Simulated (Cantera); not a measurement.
An isothermal, constant-pressure homogeneous reactor starts with 37.9 % H₂, 31.5 % O₂, 30.6 % N₂, at 825 K and 97.5 Torr.

Detailed kinetics in Cantera: the H2/O2 subset of GRI-Mech 3.0, which has no nitrogen chemistry. Radical loss at walls, strong at low pressure, is not modelled. Below about 950 K walls govern HO2 and H2O2 in real vessels. The temperature is held fixed by assumption; the heat of reaction is taken as removed at once.

x: mole fraction; the columns are a selection and need not sum to one.

```tsv
t (s)	x H₂	x O₂	x H₂O	x OH	x H₂O₂	x O	x HO₂
2.00e-5	0.379	0.315	<1e-12	<1e-12	<1e-12	<1e-12	<1e-12
5.72e-5	0.379	0.315	<1e-12	<1e-12	<1e-12	<1e-12	2.32e-12
0.000164	0.379	0.315	4.01e-12	<1e-12	<1e-12	<1e-12	8.87e-12
0.000468	0.379	0.315	4.62e-11	<1e-12	<1e-12	2.61e-12	5.11e-11
0.00134	0.379	0.315	1.04e-9	6.03e-12	<1e-12	3.13e-11	8.19e-10
0.00383	0.379	0.315	5.44e-7	2.76e-9	5.14e-10	1.42e-8	3.99e-7
0.0110	0.209	0.244	0.209	3.52e-7	2.52e-5	5.75e-7	8.92e-5
0.0313	0.209	0.244	0.209	5.32e-10	6.43e-5	1.38e-9	1.76e-5
0.0896	0.209	0.244	0.209	3.96e-10	7.18e-5	1.03e-9	7.30e-6
0.256	0.209	0.244	0.209	4.09e-10	7.78e-5	1.06e-9	6.27e-6
0.733	0.209	0.244	0.209	4.98e-10	9.46e-5	1.26e-9	6.86e-6
2.10	0.209	0.244	0.209	8.30e-10	0.000156	2.01e-9	8.69e-6
6.00	0.207	0.243	0.211	[?]	[?]	[?]	[?]
```

Problem. Fill in the missing entries.

Solution. 
- 6.00, x OH: 2.50e-9
- 6.00, x H₂O₂: 0.000442
- 6.00, x O: 5.30e-9
- 6.00, x HO₂: 1.41e-5
